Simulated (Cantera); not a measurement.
An adiabatic, constant-pressure homogeneous reactor starts with 24.9 % CH₃OH, 15.0 % O₂, 56.4 % N₂, 3.74 % CO₂, equivalence ratio 2.5, at 1325 K and 19.0 bar.

Model: GRI-Mech 3.0 (53 species, 325 reactions), integrated in Cantera. GRI-Mech 3.0 was tuned for natural gas; its chemistry of methanol as a main component is partial and can be far from experiment. The pressure lies above the range GRI-Mech 3.0 was tuned for (to about 10 atm).

x: mole fraction; the columns are a selection and need not sum to one.

```json
[
 {"t (s)": "5.00e-6", "T (K)": "1325", "x CH₃OH": "0.249", "x O₂": "0.150", "x CO₂": "0.0374", "x C₂H₆": "7.13e-10", "x CH₂CO": "<1e-12", "x CH₃": "3.52e-7", "x OH": "3.16e-9"},
 {"t (s)": "1.52e-5", "T (K)": "1325", "x CH₃OH": "0.249", "x O₂": "0.150", "x CO₂": "0.0374", "x C₂H₆": "2.24e-9", "x CH₂CO": "9.10e-12", "x CH₃": "3.27e-7", "x OH": "6.43e-9"},
 {"t (s)": "4.60e-5", "T (K)": "1325", "x CH₃OH": "0.249", "x O₂": "0.149", "x CO₂": "0.0374", "x C₂H₆": "5.85e-9", "x CH₂CO": "1.07e-10", "x CH₃": "2.74e-7", "x OH": "3.96e-8"},
 {"t (s)": "0.000140", "T (K)": "2248", "x CH₃OH": "___", "x O₂": "___", "x CO₂": "0.0411", "x C₂H₆": "8.15e-10", "x CH₂CO": "___", "x CH₃": "___", "x OH": "___"},
 {"t (s)": "0.000423", "T (K)": "2248", "x CH₃OH": "___", "x O₂": "2.11e-7", "x CO₂": "0.0409", "x C₂H₆": "4.76e-12", "x CH₂CO": "___", "x CH₃": "___", "x OH": "0.000132"},
 {"t (s)": "0.00128", "T (K)": "2248", "x CH₃OH": "4.53e-11", "x O₂": "2.11e-7", "x CO₂": "0.0409", "x C₂H₆": "<1e-12", "x CH₂CO": "1.84e-11", "x CH₃": "1.26e-9", "x OH": "0.000132"},
 {"t (s)": "0.00389", "T (K)": "2248", "x CH₃OH": "4.32e-11", "x O₂": "2.11e-7", "x CO₂": "0.0409", "x C₂H₆": "<1e-12", "x CH₂CO": "1.39e-11", "x CH₃": "1.02e-9", "x OH": "0.000132"},
 {"t (s)": "0.0118", "T (K)": "2248", "x CH₃OH": "4.32e-11", "x O₂": "2.11e-7", "x CO₂": "0.0409", "x C₂H₆": "<1e-12", "x CH₂CO": "1.39e-11", "x CH₃": "1.02e-9", "x OH": "0.000132"},
 {"t (s)": "0.0358", "T (K)": "2248", "x CH₃OH": "4.32e-11", "x O₂": "2.11e-7", "x CO₂": "0.0409", "x C₂H₆": "<1e-12", "x CH₂CO": "1.39e-11", "x CH₃": "1.02e-9", "x OH": "0.000132"},
 {"t (s)": "0.109", "T (K)": "2248", "x CH₃OH": "4.32e-11", "x O₂": "2.11e-7", "x CO₂": "0.0409", "x C₂H₆": "<1e-12", "x CH₂CO": "1.39e-11", "x CH₃": "1.02e-9", "x OH": "0.000132"},
 {"t (s)": "0.330", "T (K)": "2248", "x CH₃OH": "4.32e-11", "x O₂": "2.11e-7", "x CO₂": "0.0409", "x C₂H₆": "<1e-12", "x CH₂CO": "1.39e-11", "x CH₃": "1.02e-9", "x OH": "0.000132"},
 {"t (s)": "1.00", "T (K)": "2248", "x CH₃OH": "4.32e-11", "x O₂": "2.11e-7", "x CO₂": "0.0409", "x C₂H₆": "<1e-12", "x CH₂CO": "1.39e-11", "x CH₃": "1.02e-9", "x OH": "0.000132"}
]
```

Complete the blanks.


- 0.000140, x CH₃OH: 6.52e-8
- 0.000140, x O₂: 3.14e-7
- 0.000140, x CH₂CO: 1.30e-7
- 0.000140, x CH₃: 7.22e-6
- 0.000140, x OH: 0.000150
- 0.000423, x CH₃OH: 4.28e-9
- 0.000423, x CH₂CO: 8.70e-9
- 0.000423, x CH₃: 4.82e-7
